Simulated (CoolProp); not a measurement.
Propyne along the isobar 3.36 MPa: density (kg/m³) from the reference equation and from simpler models built on Tc = 402.7 K, pc = 5.658 MPa, ω = 0.204; each cubic takes its own stable root.

Computed with CoolProp (reference Helmholtz-energy equation of state, Polt 1992). This equation is an older, rougher fit; its heat capacities, sound speeds and derivatives of the liquid may be far off and weren't checked against measurements.

| T (K) | phase | reference | van der Waals | Redlich-Kwong | Peng-Robinson |
|---|---|---|---|---|---|
| 349.6 | liquid | 524.0 | [?] | [?] | 523.4 |
| 367.4 | liquid | 479.5 | 62.72 | 390.7 | 463.5 |
| 385.1 | gas | 60.95 | [?] | [?] | 61.69 |
| 402.9 | gas | 53.23 | 51.14 | 52.86 | 54.34 |
| 420.7 | gas | 48.24 | 47.30 | 48.29 | [?] |
| 438.5 | gas | [?] | 44.16 | 44.72 | 45.33 |
| 456.2 | gas | 41.62 | 41.52 | 41.81 | 42.21 |
| 474 | gas | 39.18 | 39.24 | 39.36 | [?] |

Some entries are withheld; supply them.


- 349.6, van der Waals: 319.4
- 349.6, Redlich-Kwong: 443.5
- 385.1, van der Waals: 56.03
- 385.1, Redlich-Kwong: 59.17
- 420.7, Peng-Robinson: 49.22
- 438.5, reference: 44.55
- 474, Peng-Robinson: 39.61

At some of these states van der Waals gives the other phase, because its saturation line lies elsewhere.
